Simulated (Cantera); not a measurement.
Charge: 1 mol Si, 1.4 mol CO2, 3 mol H2, at 345 Torr.

Method: chemical equilibrium by Gibbs-energy minimisation in Cantera with the NASA 1993 tables (ideal gas, pure condensed phases). Candidate condensed phases: C, C6H6, C7H8, C8H18, H2O, Si, SiC, SiO2; 123 gas species. The tables hold silica as quartz up to 1696 K and as liquid above; real silica turns to tridymite and cristobalite and melts near 1996 K. Kinetics and transport are ignored.

Over these rows the condensed part is C(graphite) + SiO2(β-quartz). Partial pressures as log10 of bar:

```csv
T (K),1000/T (1/K),log p CO2,log p H2,log p CO
900,1.1111,-1.87,-0.49,-1.31
1000,1.0000,?,-0.46,-1.08
1100,0.9091,-3.11,-0.45,-1.03
1200,0.8333,-3.76,-0.44,-1.02
1300,0.7692,-4.32,-0.44,-1.01
1400,0.7143,-4.79,-0.44,-1.01
```

Fit log p(CO2) = a + b·(1000/T) to the five rows, give the apparent enthalpy, and predict the row at 1000 K.

Means: 1000/T = 0.8674, log p = -3.570. Sxy = 0.700383, Sxx = 0.0953742, so b = 7.34 and a = -3.570 − (7.34)×0.8674 = -9.94.
Apparent enthalpy: −19.145 × (7.34) = -141 kJ/mol. With the condensed phases at unit activity, 2 CO(g) = CO2(g) + C(graphite) links this pressure to the main gases: over the six rows their terms move log p by +0.60 in all, so the slope isn't that reaction's ΔH° alone. The five rows lie within 0.16 of the line; that is curvature, so one enthalpy describes this range poorly.
Prediction at 1000 K: -9.94 + (7.34)×1.0000 = -2.60. The computed value is -2.41, 0.19 from the line.
